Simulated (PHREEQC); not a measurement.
## Buffer

Make-up at 20 °C: 0.0012 mol HF and 0.00026 mol NaF per kg of water. Closed to the air; pH follows from the charge balance.

Model: ion-association model, phreeqc.dat, run in PHREEQC.

Each row changes one thing in this solution. No solid was allowed to form.

```tsv
case	pH	ionic strength (mol/kgw)	F- (mol/kgw)	HF (mol/kgw)
as made	3.25	0.000837	0.000835	0.000621
0.0013 mol/kgw LiOH added	10.15	0.00156	(withheld)	1.37e-10
0.00025 mol/kgw Ca(OH)2 added	3.54	0.00131	0.00106	0.000400
temperature from 20 to 5 °C	3.21	0.000894	0.000892	0.000564
NaF replaced by NaHS at the same molality	3.33	0.000740	0.000739	(withheld)
HF from 0.0012 to 0.012 mol/kgw	2.60	0.00293	0.00283	0.00924
NaF from 0.00026 to 0.00013 mol/kgw	3.23	0.000742	0.000741	0.000586
0.0012 mol/kgw CO2 added	3.25	0.000838	0.000835	0.000621
NaF left out	3.20	0.000651	0.000650	0.000548
```

Q: What belongs in the gaps?

A: 
- 0.0013 mol/kgw LiOH added, F- (mol/kgw): 0.00146
- NaF replaced by NaHS at the same molality, HF (mol/kgw): 0.000458

Some of these states are supersaturated (in Fluorite, for instance). Constants without temperature data keep their 25 °C values here.
